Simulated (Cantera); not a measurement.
Input (Python, Cantera):

```python
import numpy as np
import cantera as ct

gas = ct.Solution("gri30.yaml")
gas.TPX = 1525, 100000, {'CH4': 0.018, 'O2': 0.0079, 'N2': 1}
inlet = ct.Reservoir(gas, clone=True)

reactor = ct.IdealGasConstPressureReactor(gas, energy="off", clone=False)
exhaust = ct.Reservoir(gas, clone=True)
tau = [0.87, 0.38, 0.17, 0.074, 0.032, 0.014, 0.0063, 0.0027, 0.0012, 0.00053, 0.00023][0]
for a, b in ((inlet, reactor), (reactor, exhaust)):
    ct.MassFlowController(a, b, mdot=lambda t: reactor.mass / tau)
net = ct.ReactorNet([reactor])
show = ['CH4', 'O2', 'NO', 'OH', 'CO']

rows = []
print(f"{'tau/s':>10s}{'T/K':>9s}" + "".join(f"{s:>11s}" for s in show))
for tau in [0.87, 0.38, 0.17, 0.074, 0.032, 0.014, 0.0063, 0.0027, 0.0012, 0.00053, 0.00023]:
    net.initial_time = 0.0
    net.advance(30 * tau)
    before = gas.X
    net.advance(40 * tau)
    drift = np.max(np.abs(gas.X - before) / (gas.X + 1e-9))
    rows.append([gas.T, *gas[show].X, drift])
    print(f"{tau:10.3e}{gas.T:9.1f}" + "".join(f"{x:11.3e}" for x in gas[show].X))
```

Result:

```
     tau/s      T/K        CH4         O2         NO         OH         CO
 8.700e-01   1525.0  5.089e-03  2.865e-04  7.859e-09  9.673e-08  5.081e-03
 3.800e-01   1525.0  5.884e-03  5.349e-04  9.451e-09  1.306e-07  4.925e-03
 1.700e-01   1525.0  6.769e-03  9.531e-04  1.076e-08  1.802e-07  4.683e-03
 7.400e-02   1525.0  7.949e-03  1.710e-03  1.091e-08  2.560e-07  4.193e-03
 3.200e-02   1525.0  9.757e-03  3.099e-03  8.034e-09  3.457e-07  3.203e-03
 1.400e-02   1525.0  1.317e-02  5.610e-03  1.811e-09  3.057e-07  1.353e-03
 6.300e-03   1525.0  1.668e-02  7.406e-03  3.412e-11  9.111e-08  1.540e-04
 2.700e-03   1525.0  1.739e-02  7.655e-03  2.032e-12  3.132e-08  1.245e-05
 1.200e-03   1525.0  1.751e-02  7.691e-03  3.868e-13  1.520e-08  9.142e-07
 5.300e-04   1525.0  1.753e-02  7.698e-03  8.877e-14  8.455e-09  6.022e-08
 2.300e-04   1525.0  1.754e-02  7.700e-03  2.152e-14  5.202e-09  3.985e-09
```

Computed with Cantera and GRI-Mech 3.0 (53 species, 325 reactions).
